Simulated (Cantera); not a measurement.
Charge: 1 mol CO, 0.021 mol H₂O, 0.55 mol N₂, 8.3 mol H₂, equilibrated at 600 °C and 19.0 bar.

Method: chemical equilibrium by Gibbs-energy minimisation in Cantera with the NASA 1993 tables (ideal gas, pure condensed phases). Candidate condensed phases: C, C₆H₆, C₇H₈, C₈H₁₈, H₂O; 136 gas species. Kinetics and transport are ignored.

Base state: H₂ 0.670, H₂O 0.130, CH₄ 0.127, N₂ 0.0681, NH₃ 0.00413, CO 7.99e-5, CO₂ 4.14e-5 (mole fractions); condensed: gas only.

Question: What changes in the equilibrium state with this change: temperature from 600 °C to 350 °C?

Answer: 
```csv
species,before,after
H₂,0.670,0.626
H₂O,0.130,0.137
CH₄,0.127,0.134
NH₃,0.00413,0.0569
N₂,0.0681,0.0454
CO,7.99e-5,<1e-9
CO₂,4.14e-5,2.54e-9
```

Question: What changes in the equilibrium state with this change: temperature from 600 °C to 2302 °C?

Answer: 
```tsv
species	before	after
H₂	0.670	0.834
CO	7.99e-5	0.101
N₂	0.0681	0.0554
H₂O	0.130	0.00238
CH₄	0.127	2.39e-5
H	<1e-9	0.00726
HCN	3.57e-9	0.000248
HNC	<1e-9	3.16e-5
```
